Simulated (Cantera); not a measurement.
What does this Cantera script print?

```python
import numpy as np
import cantera as ct

gas = ct.Solution("gri30.yaml")
gas.TPX = 1700, 3100, {'NO': 1, 'N2': 6.5, 'H2O': 0.013}
reactor = ct.IdealGasConstPressureReactor(gas, energy="off", clone=False)
net = ct.ReactorNet([reactor])
net.rtol, net.atol = 1e-08, 1e-18
show = ['NO', 'NO2', 'O2', 'N2O', 'O', 'N2']
times = np.geomspace(6e-06, 100, 10)

steps = ct.SolutionArray(gas, extra=["t"])
rows = []
print(f"{'t/s':>10s}{'T/K':>9s}{'P/Pa':>11s}" + "".join(f"{s:>11s}" for s in show))
for t in times:
    while net.time < t:
        t_next = net.step()
        steps.append(gas.state, t=t_next)
    rows.append([np.interp(t, steps.t, y) for y in (steps.T, steps.P, *steps(*show).X.T)])
    print(f"{t:10.3e}{rows[-1][0]:9.1f}{rows[-1][1]:11.4g}" + "".join(f"{x:11.3e}" for x in rows[-1][2:]))
rate = np.gradient(steps.T, steps.t)
print("integrator steps:", len(steps.t))
if steps.T.max() > steps.T[0] + 200:
    print(f"time of steepest temperature rise: {steps.t[rate.argmax()]:.4e} s")
gas.TPX = 1700, 3100, {'NO': 1, 'N2': 6.5, 'H2O': 0.013}
gas.equilibrate("TP")
print(f"equilibrium (TP): T = {gas.T:.1f} K  " + "  ".join(f"{s} {gas[s].X[0]:.3e}" for s in show))
```

Output:

```
       t/s      T/K       P/Pa         NO        NO2         O2        N2O          O         N2
 6.000e-06   1700.0       3100  1.331e-01  1.753e-14  1.024e-15  2.952e-10  2.951e-10  8.652e-01
 3.807e-05   1700.0       3100  1.331e-01  6.952e-13  4.061e-14  1.873e-09  1.869e-09  8.652e-01
 2.415e-04   1700.0       3100  1.331e-01  2.793e-11  1.626e-12  1.187e-08  1.174e-08  8.652e-01
 1.533e-03   1700.0       3100  1.331e-01  1.101e-09  6.341e-11  7.499e-08  6.974e-08  8.652e-01
 9.724e-03   1700.0       3100  1.331e-01  3.991e-08  2.659e-09  4.617e-07  3.069e-07  8.652e-01
 6.170e-02   1700.0       3100  1.331e-01  9.868e-07  2.542e-07  2.434e-06  8.728e-07  8.652e-01
 3.915e-01   1700.0       3100  1.331e-01  1.416e-06  2.440e-05  5.543e-06  2.755e-06  8.652e-01
 2.484e+00   1700.0       3100  1.328e-01  1.866e-06  1.552e-04  5.369e-06  4.937e-06  8.653e-01
 1.576e+01   1700.0       3100  1.311e-01  4.741e-06  9.771e-04  5.655e-06  9.822e-06  8.661e-01
 1.000e+02   1700.0       3100  1.203e-01  1.134e-05  6.386e-03  4.846e-06  2.209e-05  8.716e-01
integrator steps: 952
equilibrium (TP): T = 1700.0 K  NO 1.770e-03  NO2 5.444e-07  O2 6.561e-02  N2O 1.979e-08  O 6.543e-05  N2 9.308e-01
```

Detailed kinetics in Cantera: GRI-Mech 3.0 (53 species, 325 reactions). Radical loss at walls, strong at low pressure, is not modelled.
